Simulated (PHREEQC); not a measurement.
Model water analysis in mg/kgw, 25 °C, pH 6.82:

| constituent | mg/kgw |
|---|---|
| Na | 3410 |
| K | 429 |
| Ca | 388 |
| Mg | 1180 |
| Cl | 5160 |
| S(6) as SO4 | 6040 |
| Alkalinity as HCO3 | 203 |
| Li | 19.7 |

Valence states are taken as typed.

Computed with PHREEQC (ion-association model, phreeqc.dat).

Q: The ionic strength comes out as 0.299 mol/kgw. What activity coefficients do NaCO3-, Cl-, Li+, HCO3-, Mg+2 get?

A: NaCO3- 0.73, Cl- 0.69, Li+ 0.73, HCO3- 0.72, Mg+2 0.32.

No solid was allowed to form.
